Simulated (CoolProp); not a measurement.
A simple Rankine cycle with dimethyl ether: condensing at 332.15 K, boiler at 4.55 MPa, turbine inlet 396.2 K, turbine efficiency 0.7, pump efficiency 0.8, no recuperator. Each further row changes one setting.

Values from CoolProp's reference Helmholtz-energy equation of state, Wu 2011.

```tsv
case	thermal efficiency (%)	net work (kJ/kg)	heat in (kJ/kg)	turbine exit temperature (K)	volume ratio over the turbine
as stated	7.7	27.8	363	332.1	3.89
turbine inlet 416.2 K	…	35.8	431	358.4	…
condensing temperature 324.15 K	8.7	33.4	…	324.2	4.74
boiler pressure 3.18 MPa	6.3	26.4	422	…	2.35
turbine efficiency 0.6	6.3	…	363	332.1	3.94
```

### Question
What belongs in the gaps?

### Answer

- turbine inlet 416.2 K, thermal efficiency (%): 8.3
- turbine inlet 416.2 K, volume ratio over the turbine: 3.53
- condensing temperature 324.15 K, heat in (kJ/kg): 384
- boiler pressure 3.18 MPa, turbine exit temperature (K): 358.9
- turbine efficiency 0.6, net work (kJ/kg): 22.9

The expansion ends wet for: as stated; condensing temperature 324.15 K; turbine efficiency 0.6.
